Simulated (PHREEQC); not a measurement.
Consider water at 66 °C with 0.058 mol H2SO4, 0.0046 mol Al2(SO4)3 and 0.0021 mol Fe2(SO4)3 per kg of water. Closed to the air; pH follows from the charge balance.

Equilibrium calculation in PHREEQC: ion-association model, phreeqc.dat.

```tsv
quantity	before	after
pH	1.32	2.89
ionic strength (mol/kgw)	0.0927	0.0305
HSO4- (mol/kgw)	0.0563	0.00156
SO4-2 (mol/kgw)	0.00944	0.00748
AlSO4+ (mol/kgw)	0.00647	0.00701
Al+3 (mol/kgw)	0.00181	0.00115
SI of Gibbsite (Al(OH)3)	-5.67	-0.94
```

Task: What was changed between the two runs?
A. Al2(SO4)3 replaced by Al(NO3)3 at the same molality
B. H2SO4 left out
C. Fe2(SO4)3 left out
D. Al2(SO4)3 from 0.0046 to 0.00092 mol/kgw
E. Fe2(SO4)3 from 0.0021 to 0.0105 mol/kgw

Result: B, H2SO4 left out

No solid was allowed to form. Some of these states are supersaturated (in Hematite (slow to form), Goethite (slow to form), for instance). At this temperature some constants are extrapolated from 25 °C, and those without enthalpy data are left unchanged.
